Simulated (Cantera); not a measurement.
A freely propagating, adiabatic, planar premixed flame of CH4 : O2 : N2 : CO2 = 1 : 2.33 : 8.74 : 0.098 (molar parts), unburnt at 548 K and 0.133 bar; mixture-averaged transport, grid criteria slope 0.08 and curve 0.16, no radiation.

Computed with Cantera and GRI-Mech 3.0 (53 species, 325 reactions). Burning velocities carry a grid error of a few per cent, more on coarse grids.

Q: Predict: laminar burning velocity; thermal thickness; peak x(C2H6); peak x(CH2CO); peak x(CH2O).

A: 
```
Property                     Value
------------------------  --------
laminar burning velocity  143 cm/s
thermal thickness          2.15 mm
peak x(C2H6)              0.000781
peak x(CH2CO)              5.81e-5
peak x(CH2O)              0.000936
```
